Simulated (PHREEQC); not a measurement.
Dissolve 0.018 mol NaOH, 1.2e-05 mol CO2 and 0.00046 mol K2CO3 per kg of water at 25 °C. Closed to the air; pH follows from the charge balance.

Equilibrium calculation in PHREEQC: Pitzer model, pitzer.dat.

**Question.** The ionic strength comes out as 0.0194 mol/kgw. What activity coefficients do Na+, HCO3-, CO3-2, OH-, K+ get?

**Answer.** Na+ 0.87, HCO3- 0.96, CO3-2 0.56, OH- 0.87, K+ 0.87. Single-ion values are on the MacInnes scale.

Precipitation was switched off in this run. Species that the database lacks are ignored.
